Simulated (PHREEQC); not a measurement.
Dissolve 140 mmol/kgw ZnCl2, 13 mmol/kgw H3BO3 and 7.2 mmol/kgw FeSO4 at 25 °C. Closed to the air; pH follows from the charge balance.

Computed with PHREEQC (ion-association model, phreeqc.dat).

No solid was allowed to form.

Question: Order these Fe species by the share of Fe that they hold, largest first: FeSO4, FeCl+, Fe+2.

Answer: Fe+2 (90 %), FeCl+ (7.7 %), FeSO4 (2.6 %)

Question: Order these Cl species by the share of Cl that they hold, largest first: ZnCl3-, ZnCl4-2, Cl-, ZnCl2, ZnCl+.

Answer: Cl- (91 %), ZnCl+ (6.6 %), ZnCl2 (1.4 %), ZnCl3- (0.67 %), ZnCl4-2 (0.22 %)

The pH is 4.93 and the ionic strength 0.386 mol/kgw. Complexes and solids missing from the database can't appear.
